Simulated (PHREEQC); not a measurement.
Make-up at 25 °C: 0.0022 mol/kgw HF, 0.012 mol/kgw NaF, 9.3e-05 mol/kgw H2SiF6 and 0.0022 mol/kgw H2SO4. Closed to the air; pH follows from the charge balance.

Model: ion-association model, phreeqc.dat, run in PHREEQC.

This is a speciation only: nothing precipitates in the calculation.

Problem. What pH, specific conductance, ionic strength does the model give?

Solution. pH 3.25; specific conductance 1430 µS/cm; ionic strength 0.0146 mol/kgw.

Problem. In which forms is S present?

Solution. SO4-2 93 %, HSO4- 3.6 %, NaSO4- 3.4 % of the S.

SiF6-2 is the database's only silicon fluoride.
